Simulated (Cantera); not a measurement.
## Abatement and gas-phase synthesis: S + SO2 + O2

Input: 1 mol S, 0.015 mol SO2, 0.83 mol O2, equilibrated at 775 °C and 9000 Pa.

Cantera equilibrium calculation (NASA polynomials, part measured and part estimated; ideal gas, pure solids and liquids). Candidate condensed phases: S; 10 gas species. Gases not in the tables: S3 to S7. Rates play no part.

```yaml
x(SO2): 0.907
x(S2): 0.0879
x(S2O): 0.00480
x(SO): 0.000122
gas_amount: 0.9289 mol
log10 activity of S(l) (absent): -1.54
```
